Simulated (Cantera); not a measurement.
Charge: 1 mol Si3N4, 0.2 mol N2O, 130 mol N2, 0.11 mol CO2, equilibrated at 1375 °C and 6.15 Torr.

Method: chemical equilibrium by Gibbs-energy minimisation in Cantera with the NASA 1993 tables (ideal gas, pure condensed phases). Candidate condensed phases: C, Si, SiC, SiO2, Si2N2O, Si3N4; 34 gas species. Mutual solubility and eutectic melting of coexisting phases are not modelled. Rates play no part.

Base state: N2 0.998, SiO 0.00120, CO 0.000842 (mole fractions); condensed: Si2N2O(s) + Si3N4(s).

**Question.** What changes in the equilibrium state with this change: temperature from 1375 °C to 1325 °C?

**Answer.** 
```
species           before     after
--------------  --------  --------
N2                 0.998     0.999
CO              0.000842  0.000843
SiO              0.00120  0.000323
Si2N2O(s), mol     0.153     0.268
Si3N4(s), mol      0.845     0.807
```

**Question.** What changes in the equilibrium state with this change: CO2 from 0.11 to 1.6 mol?

**Answer.** 
| species | before | after |
|---|---|---|
| N2 | 0.998 | 0.983 |
| CO | 0.000842 | 0.0120 |
| SiO | 0.00120 | 0.00451 |
| Si2N2O(s), mol | 0.153 | 1.20 |
| Si3N4(s), mol | 0.845 | 0 |
